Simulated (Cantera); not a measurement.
Feed: 1 mol BCl₃, 3.9 mol H₂O, 55 mol N₂, held at 1330 Pa.

These are equilibrium values from Cantera (NASA tables, ideal gas, pure condensed phases), not measurements of a reactor. Candidate condensed phases: B, BN, B₂O₃, B₃O₃H₃, H₂O, NH₄Cl; 49 gas species. The tables' values for BOCl are old estimates; treat these amounts as uncertain. Gases not in the tables: H₃BO₃. Rates play no part.

x: gas mole fraction; nothing condenses.

| T (K) | x N₂ | x HCl | x H₂O | x HBO₂ | x Cl | x H₂ | x H |
|---|---|---|---|---|---|---|---|
| 1525 | 0.903 | 0.0487 | 0.0315 | 0.0158 | 0.000485 | 0.000273 | ___ |
| 1575 | 0.903 | 0.0485 | 0.0315 | 0.0157 | 0.000695 | 0.000398 | ___ |
| 1625 | 0.903 | 0.0482 | 0.0315 | 0.0156 | 0.000975 | 0.000567 | ___ |
| 1675 | 0.902 | 0.0478 | 0.0315 | 0.0155 | 0.00134 | 0.000789 | ___ |
| 1725 | 0.902 | 0.0474 | 0.0315 | 0.0154 | 0.00180 | 0.00108 | ___ |
| 1775 | 0.902 | 0.0468 | 0.0314 | 0.0152 | 0.00237 | 0.00144 | ___ |
| 1825 | 0.901 | 0.0460 | 0.0313 | 0.0151 | 0.00307 | 0.00190 | ___ |
| 1875 | 0.901 | 0.0451 | 0.0311 | 0.0149 | 0.00391 | 0.00246 | ___ |
| 1925 | 0.900 | 0.0441 | 0.0308 | 0.0147 | 0.00491 | 0.00313 | ___ |
| 1975 | 0.899 | 0.0429 | 0.0305 | 0.0145 | 0.00606 | 0.00393 | ___ |

### Question
Complete the blanks.

### Answer

- 1525, x H: 3.39e-6
- 1575, x H: 7.18e-6
- 1625, x H: 1.45e-5
- 1675, x H: 2.83e-5
- 1725, x H: 5.28e-5
- 1775, x H: 9.53e-5
- 1825, x H: 0.000166
- 1875, x H: 0.000282
- 1925, x H: 0.000463
- 1975, x H: 0.000743
